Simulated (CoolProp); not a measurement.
The numbers come from the reference Helmholtz-energy equation of state, Guder 2009 in CoolProp.

Task: For sulfur hexafluoride, give the phase and the cv (kJ/(kg K)), speed of sound (m/s), Joule-Thomson coefficient (K/MPa), viscosity (µPa s) at 325.1 K and 16700 kPa; 325.1 K and 20900 kPa; 325.1 K and 29200 kPa.

Result: 
- 325.1 K and 16700 kPa: supercritical; cv 0.694, speed of sound 330, Joule-Thomson coefficient 0.126, viscosity 149
- 325.1 K and 20900 kPa: supercritical; cv 0.693, speed of sound 367, Joule-Thomson coefficient 0.00237, viscosity 167
- 325.1 K and 29200 kPa: supercritical; cv 0.692, speed of sound 428, Joule-Thomson coefficient -0.132, viscosity 198

Viscosity comes from a separate model (Quiñones-Cisneros 2012).
